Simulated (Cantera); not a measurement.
An isothermal, constant-pressure homogeneous reactor starts with 42.1 % H2, 32.4 % O2, 25.6 % N2, equivalence ratio 0.65, at 875 K and 188 Torr.

Cantera simulation using GRI-Mech 3.0 (53 species, 325 reactions); the numbers are that mechanism's predictions, not measurements. Below about 950 K walls govern HO2 and H2O2 in real vessels. The temperature is held fixed by assumption; the heat of reaction is taken as removed at once.

x: mole fraction; the columns are a selection and need not sum to one.

```json
[
 {"t (s)": "0.000300", "x H2": "0.421", "x O2": "0.324", "x NO": "<1e-12", "x H2O2": "1.59e-12", "x O": "5.83e-11"},
 {"t (s)": "0.000726", "x H2": "0.421", "x O2": "0.324", "x NO": "<1e-12", "x H2O2": "8.17e-11", "x O": "1.84e-9"},
 {"t (s)": "0.00176", "x H2": "0.420", "x O2": "0.323", "x NO": "1.44e-12", "x H2O2": "2.15e-6", "x O": "2.29e-5"},
 {"t (s)": "0.00425", "x H2": "0.248", "x O2": "0.250", "x NO": "5.06e-9", "x H2O2": "8.70e-5", "x O": "9.53e-9"},
 {"t (s)": "0.0103", "x H2": "0.248", "x O2": "0.250", "x NO": "1.08e-9", "x H2O2": "0.000119", "x O": "5.32e-9"},
 {"t (s)": "0.0249", "x H2": "0.248", "x O2": "0.250", "x NO": "(withheld)", "x H2O2": "(withheld)", "x O": "5.01e-9"},
 {"t (s)": "0.0602", "x H2": "0.248", "x O2": "0.250", "x NO": "1.37e-9", "x H2O2": "0.000148", "x O": "5.56e-9"},
 {"t (s)": "0.146", "x H2": "0.248", "x O2": "0.250", "x NO": "1.54e-9", "x H2O2": "0.000194", "x O": "7.15e-9"},
 {"t (s)": "0.353", "x H2": "0.247", "x O2": "0.249", "x NO": "1.98e-9", "x H2O2": "0.000339", "x O": "1.21e-8"},
 {"t (s)": "0.854", "x H2": "0.243", "x O2": "0.247", "x NO": "2.88e-9", "x H2O2": "0.000816", "x O": "2.74e-8"},
 {"t (s)": "2.07", "x H2": "(withheld)", "x O2": "0.238", "x NO": "(withheld)", "x H2O2": "(withheld)", "x O": "(withheld)"},
 {"t (s)": "5.00", "x H2": "0.172", "x O2": "0.217", "x NO": "3.01e-9", "x H2O2": "0.00117", "x O": "3.74e-8"}
]
```

Q: Some entries are withheld; supply them.

A: 
- 0.0249, x NO: 1.19e-9
- 0.0249, x H2O2: 0.000131
- 2.07, x H2: 0.223
- 2.07, x NO: 3.37e-9
- 2.07, x H2O2: 0.00131
- 2.07, x O: 4.08e-8
